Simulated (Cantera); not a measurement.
A closed system holds: 1 mol CCl4, 1.3 mol H2, held at 3.10 Pa.

Method: chemical equilibrium by Gibbs-energy minimisation in Cantera with the NASA 1993 tables (ideal gas, pure condensed phases). Candidate condensed phases: C, C6H6, C7H8, C8H18; 91 gas species. Rates play no part.

log p: log10 of the partial pressure in bar; n: condensed amount in mol.

```csv
T (K),log p HCl,log p Cl,log p H,log p Cl2,log p H2,log p C3,n C(graphite)
1150,-4.65,-5.29,-13.67,-5.46,-13.08,<-16,1.00
1250,-4.68,-5.06,-12.32,-5.90,-12.01,<-16,1.00
1350,-4.69,-4.98,-11.03,-6.53,-10.82,<-16,1.00
1450,-4.69,-4.97,-9.86,-7.17,-9.68,<-16,1.00
1550,-4.70,-4.97,-8.83,-7.75,-8.66,<-16,1.00
1650,-4.70,-4.96,-7.92,-8.26,-7.76,…,1.000
1750,-4.70,-4.96,-7.13,-8.70,-6.99,…,1.000
1850,-4.73,-4.93,-6.46,-9.06,-6.38,…,1.000
1950,-4.81,-4.88,-5.94,-9.32,-5.99,…,1.000
2050,-4.95,-4.82,-5.55,-9.53,-5.81,…,0.999
2150,-5.15,-4.77,-5.27,-9.74,-5.79,…,0.998
2250,-5.44,-4.74,-5.09,-9.96,-5.93,…,0.994
2350,-5.78,-4.73,-5.00,-10.19,-6.18,…,0.968
2450,-6.14,-4.73,-4.95,-10.43,-6.51,…,0.830
```

Task: Complete the blanks.

Result: 
- 1650, log p C3: -15.12
- 1750, log p C3: -13.62
- 1850, log p C3: -12.30
- 1950, log p C3: -11.11
- 2050, log p C3: -10.04
- 2150, log p C3: -9.07
- 2250, log p C3: -8.19
- 2350, log p C3: -7.38
- 2450, log p C3: -6.65
